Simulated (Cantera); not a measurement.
## Low-pressure radical oxidation in H2/O2

An isothermal, constant-pressure homogeneous reactor starts with 23.3 % H2, 61.3 % O2, 15.3 % N2, equivalence ratio 0.19, at 900 K and 0.0267 bar.

Computed with Cantera and GRI-Mech 3.0 (53 species, 325 reactions). Radical loss at walls, strong at low pressure, is not modelled. Below about 950 K walls govern HO2 and H2O2 in real vessels. The temperature is held fixed by assumption; the heat of reaction is taken as removed at once.

```csv
t (s),x H2,x O2,x H,x N2O,x NO,x OH
4.00e-5,0.233,0.613,5.12e-12,<1e-12,<1e-12,<1e-12
0.000198,0.233,0.613,3.21e-11,<1e-12,<1e-12,2.49e-12
0.000976,0.233,0.613,2.13e-9,<1e-12,<1e-12,1.91e-10
0.00482,0.120,0.571,0.0501,5.16e-11,1.33e-8,0.00324
0.0238,0.00155,0.563,3.27e-5,4.95e-10,9.42e-8,0.000145
0.118,0.000195,0.563,9.88e-7,5.77e-10,9.09e-8,3.96e-5
0.581,9.63e-6,0.562,1.62e-8,6.10e-10,8.79e-8,1.21e-5
2.87,1.66e-7,0.562,1.96e-10,6.19e-10,9.06e-8,3.35e-6
14.2,2.25e-9,0.562,7.08e-12,6.22e-10,9.34e-8,1.17e-6
70.0,2.82e-10,0.562,<1e-12,6.25e-10,9.45e-8,4.77e-7
```
x: mole fraction; the columns are a selection and need not sum to one.

Equilibrium at this temperature and pressure: H2 6.94e-12, O2 0.562, H <1e-12, N2O 5.04e-11, NO 7.12e-6, OH 6.77e-8 (gas phase only).
